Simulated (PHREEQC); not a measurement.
0.15 g of hydrous ferric oxide (600 m²/g; 0.2 weak and 0.005 strong sites per Fe, Dzombak-Morel constants, diffuse double layer) in 1 kg of water with 0.001 mol/kgw of an inert sodium salt and 5.2e-06 mol/kgw Na2SeO4, at 25 °C; the pH is set by adding NaOH or the inert anion's acid. O2 is buffered at 0.21 atm. The system is closed to CO2. No solid was allowed to form.

Base run: PHREEQC, ion-association model, wateq4f.dat. Each further column changes one thing. The table gives surface charge σ (C/m²).

```
pH     base  background salt from 0.001 to 0.0001 mol/kgw  oxide from 0.15 to 0.75 g/kgw
---  ------  --------------------------------------------  -----------------------------
3     0.247                                         0.220                          0.263
3.5   0.170                                         0.125                          0.185
4.5   0.076                                         0.036                          0.082
5     0.048                                         0.020                          0.052
5.5   0.030                                         0.011                          0.032
6.5   0.010                                         0.004                          0.011
7     0.006                                         0.002                          0.006
7.5   0.003                                         0.001                          0.003
8.5  -0.002                                        -0.001                         -0.002
9    -0.004                                        -0.002                         -0.004
```

The oxide is taken as insoluble; below pH 4 it would dissolve.
